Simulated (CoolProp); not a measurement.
A Linde-Hampson liquefier for ethane: isothermal reversible compression at 320 K from 1 atm to 5 MPa, throttling to 1 atm, return gas leaving the recuperator 2 K below the feed. Each further row changes one setting.

Values from CoolProp's reference Helmholtz-energy equation of state, Bücker 2006.

```tsv
case	liquid yield per pass	compression work (kJ/kg of gas)
as stated	?	315
high pressure 10 MPa	?	338
warm-end temperature 350 K	?	?
warm-end gap 7 K	?	315
```

Problem. Complete the blanks.

Solution. 
- as stated, liquid yield per pass: 0.171
- high pressure 10 MPa, liquid yield per pass: 0.430
- warm-end temperature 350 K, liquid yield per pass: 0.108
- warm-end temperature 350 K, compression work (kJ/kg of gas): 354
- warm-end gap 7 K, liquid yield per pass: 0.160
